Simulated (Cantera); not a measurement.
A closed system holds: 1 mol SiF4, 37 mol N2, held at 1523 K and 21000 Pa.

Method: chemical equilibrium by Gibbs-energy minimisation in Cantera with the NASA 1993 tables (ideal gas, pure condensed phases). Candidate condensed phases: Si, Si3N4; 16 gas species. Rates play no part.

Base state: N2 0.974, SiF4 0.0263 (mole fractions); condensed: gas only.

Problem. What changes in the equilibrium state with this change: SiF4 replaced by SiHCl3?

Solution. 
```
species        before    after
-------------  ------  -------
N2              0.974    0.957
HCl                 0   0.0232
SiCl4               0  0.00739
SiF4           0.0263        0
SiCl2               0  0.00653
SiCl3               0  0.00402
Si3N4(s), mol       0    0.103
```
The tables' values for SiCl3 are old estimates; treat these amounts as uncertain. Further candidate phases: NH4Cl.
